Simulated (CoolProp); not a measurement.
R11 along the isobar 41.5 bar: fugacity coefficient from the reference equation and from simpler models built on Tc = 471.1 K, pc = 44.08 bar, ω = 0.189; each cubic takes its own stable root.

Model: reference Helmholtz-energy equation of state, Jacobsen 1992, in CoolProp.

```csv
T (K),phase,reference,Redlich-Kwong,Soave-Redlich-Kwong,Peng-Robinson
368.2,liquid,0.1757,0.2147,0.1791,0.1735
377,liquid,0.2074,0.2485,0.2116,0.2047
385.7,liquid,0.2419,0.2843,0.2469,0.2387
394.5,liquid,0.2798,0.3227,0.2858,(withheld)
403.3,liquid,0.3206,0.3632,0.3275,0.3162
412.1,liquid,0.3642,0.4055,0.3720,0.3591
420.9,liquid,0.4103,0.4491,0.4188,0.4042
429.7,liquid,0.4585,0.4938,0.4675,0.4512
438.5,liquid,0.5085,0.5390,0.5175,0.4996
447.3,liquid,0.5596,0.5841,0.5682,0.5487
456.1,liquid,0.6110,0.6284,0.6185,0.5974
464.8,liquid,0.6609,0.6696,0.6658,0.6435
473.6,gas,(withheld),0.6933,0.6940,0.6713
482.4,gas,(withheld),0.7115,0.7143,(withheld)
491.2,gas,0.7309,0.7277,0.7324,0.7092
500,gas,0.7474,0.7425,0.7488,(withheld)
```

Question: What belongs in the gaps?

Answer: 
- 394.5, Peng-Robinson: 0.2761
- 473.6, reference: 0.6915
- 482.4, reference: 0.7125
- 482.4, Peng-Robinson: 0.6913
- 500, Peng-Robinson: 0.7255
